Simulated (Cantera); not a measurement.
Input: 1 mol Fe, 0.0052 mol H2S, 2.6 mol N2, held at 10000 Pa.

These are equilibrium values from Cantera (NASA tables, ideal gas, pure condensed phases), not measurements of a reactor. Candidate condensed phases: Fe, FeS, FeS2, S; 16 gas species. FeS: taken at fixed stoichiometry. The numbers say what is thermodynamically allowed, not how fast it happens. All values below are at 550 °C.

Base state: N2 0.998, H2 0.00200 (mole fractions); condensed: Fe(α) + FeS(s).

Task: What changes in the equilibrium state with this change: 0.049 mol NH3 added?

Result: 
```json
[
 {"species": "N2", "before": "0.998", "after": "0.971"},
 {"species": "H2", "before": "0.00200", "after": "0.0291"},
 {"species": "Fe(α), mol", "before": "0.995", "after": "0.995"},
 {"species": "FeS(s), mol", "before": "0.00520", "after": "0.00518"}
]
```
